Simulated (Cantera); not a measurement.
A closed system holds: 1 mol SiH4, 0.13 mol CH4, 790 mol H2, equilibrated at 2.10 Torr.

Cantera equilibrium calculation (NASA polynomials, part measured and part estimated; ideal gas, pure solids and liquids). Candidate condensed phases: C, C6H6, C7H8, C8H18, Si, SiC; 87 gas species. Kinetics and transport are ignored. All values below are at 2223 K.

Base state: H2 0.885, H 0.114, Si 0.00116, C2H2 (acetylene) 7.28e-5, SiH 2.44e-5 (mole fractions); condensed: gas only.

Problem. What changes in the equilibrium state with this change: SiH4 replaced by CH3SiCl3?

Solution. 
```
species            before     after
----------------  -------  --------
H2                  0.885     0.881
H                   0.114     0.114
HCl                     0   0.00325
C2H2 (acetylene)  7.28e-5  0.000636
Si                0.00116   0.00113
Cl                      0  0.000305
SiC2              3.44e-6   2.93e-5
```
The feed counts by its element totals alone.
